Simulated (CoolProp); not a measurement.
Vapour-liquid equilibrium of ethylene (1) + carbon dioxide (2) at 230.9 K; x and y are mole fractions of (1).

Model: multi-fluid Helmholtz-energy mixture model, Smukala 2000 and Span 1996; pair parameters Bell 2016, in CoolProp.

Problem. Give the bubble pressure and the first vapour's composition at x = 0.05, 0.25, 0.85. Is there an azeotrope?

Solution. x = 0.05: 1006 kPa, y = 0.115; x = 0.25: 1211 kPa, y = 0.373; x = 0.85: 1381 kPa, y = 0.845. y crosses x between x = 0.75 and 0.85: the model has an azeotrope there.

The pair parameters rest on a limited set of measurements; away from them the model extrapolates.
